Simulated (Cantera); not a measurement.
A perfectly stirred reactor is fed with H2 : O2 : N2 = 1.4 : 1 : 14 (molar parts), equivalence ratio 0.70, at 0.128 atm; it is held at 1298 K, and followed from long to short residence time.

Detailed kinetics in Cantera: the H2/O2 subset of GRI-Mech 3.0, which has no nitrogen chemistry. The temperature is held fixed by assumption; the heat of reaction is taken as removed at once.

x: mole fraction; the columns are a selection and need not sum to one.

```tsv
τ (s)	x H2	x O2	x O	x OH	x H	x H2O2
6.0	0.000156	0.0191	5.95e-5	0.000264	3.21e-5	7.36e-8
2.2	0.000302	0.0191	0.000116	0.000368	8.72e-5	1.10e-7
0.84	0.000564	0.0192	0.000220	0.000506	0.000225	1.55e-7
0.31	0.00106	0.0194	0.000421	0.000699	0.000589	2.06e-7
0.12	…	0.0197	…	…	…	…
0.043	…	0.0205	…	…	…	2.84e-7
0.016	0.00533	0.0218	0.00253	0.00166	0.00753	2.91e-7
0.0060	0.00782	0.0237	0.00412	0.00206	0.0142	2.81e-7
0.0022	0.0107	0.0260	0.00603	0.00243	0.0228	2.63e-7
0.00083	0.0144	0.0287	0.00739	0.00269	0.0297	2.53e-7
```

Q: What belongs in the gaps?

A: 
- 0.12, x H2: 0.00188
- 0.12, x O: 0.000771
- 0.12, x OH: 0.000942
- 0.12, x H: 0.00143
- 0.12, x H2O2: 2.51e-7
- 0.043, x H2: 0.00332
- 0.043, x O: 0.00144
- 0.043, x OH: 0.00128
- 0.043, x H: 0.00349
